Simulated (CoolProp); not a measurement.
Vapour pressure (MPa) of chlorine: the reference equation beside estimates from Tc = 416.9 K, pc = 7.642 MPa, ω = 0.070.

Computed with CoolProp (reference Helmholtz-energy equation of state, Thol 2021).

```tsv
T (K)	reference	Lee-Kesler	Soave-Redlich-Kwong
315.6	1.211	1.202	1.207
317.8	1.276	1.266	1.272
320	1.344	1.333	…
322.1	1.411	1.398	1.406
324.3	1.484	1.470	1.478
326.5	1.559	1.543	1.553
328.7	1.638	1.620	1.631
330.9	1.719	…	1.712
333.1	1.802	…	1.795
335.3	1.889	1.866	1.882
337.5	1.978	1.953	1.971
339.6	2.066	2.040	2.059
341.8	2.162	…	2.154
344	…	…	2.252
```

Question: Some entries are withheld; supply them.

Answer: 
- 320, Soave-Redlich-Kwong: 1.339
- 330.9, Lee-Kesler: 1.699
- 333.1, Lee-Kesler: 1.781
- 341.8, Lee-Kesler: 2.133
- 344, reference: 2.260
- 344, Lee-Kesler: 2.230

Absolute difference from the reference over all 14 rows, mean and median: Lee-Kesler 1.1 and 1.1 %, Soave-Redlich-Kwong 0.4 and 0.4 %.
